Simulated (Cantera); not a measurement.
Reactions in the system H-O-S

Standard-state values (1 bar) from the NASA 1993 polynomials, evaluated with Cantera. Values are per mole of reaction as written; species without (g) are pure solids or liquids, kept so even where they would boil at 1 bar.

H2S(g) → S + 2 H(g)

| T (K) | ΔH° (kJ) | ΔS° (J/K) | ΔG° (kJ) | log10 K |
|---|---|---|---|---|
| 448 | 463.9 | 75.4 | 430.1 | -50.15 |
| 498 | 466.2 | 80.2 | 426.2 | -44.71 |
| 548 | 468.4 | 84.4 | 422.1 | -40.24 |
| 598 | 470.4 | 87.9 | 417.8 | -36.50 |
| 648 | 472.2 | 90.9 | 413.3 | -33.32 |
| 698 | 473.9 | 93.3 | 408.7 | -30.59 |
| 748 | 475.4 | 95.4 | 404.0 | -28.21 |
| 798 | 476.9 | 97.4 | 399.2 | -26.13 |
| 848 | 478.4 | 99.2 | 394.3 | -24.29 |
| 898 | 480.0 | 101.0 | 389.3 | -22.64 |
| 948 | 481.6 | 102.7 | 384.2 | -21.17 |

2 H(g) + 2 SO3(g) → H2O2(g) + 2 SO2(g)

```
T (K)  ΔH° (kJ)  ΔS° (J/K)  ΔG° (kJ)  log10 K
-----  --------  ---------  --------  -------
448      -377.9      -21.3    -368.3    42.95
498      -379.1      -23.9    -367.2    38.52
548      -380.3      -26.2    -366.0    34.88
598      -381.6      -28.4    -364.6    31.85
648      -382.8      -30.3    -363.1    29.27
698      -384.0      -32.1    -361.6    27.06
748      -385.2      -33.8    -359.9    25.13
798      -386.4      -35.3    -358.2    23.45
848      -387.6      -36.8    -356.4    21.95
898      -388.7      -38.1    -354.5    20.62
948      -389.9      -39.3    -352.6    19.43
```
